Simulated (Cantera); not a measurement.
Input: 1 mol PbO, 4.2 mol H2, 33 mol N2, equilibrated at 70.0 mbar.

Cantera equilibrium calculation (NASA polynomials, part measured and part estimated; ideal gas, pure solids and liquids). Candidate condensed phases: H2O, Pb, PbO, PbO2, Pb3O4; 27 gas species. The numbers say what is thermodynamically allowed, not how fast it happens.

**Question.** At 575 K, list the 4 most abundant gas species with their mole fractions, and the condensed phases.

**Answer.** N2 0.887, H2 0.0859, H2O 0.0269, NH3 0.000108. Condensed: Pb(s).
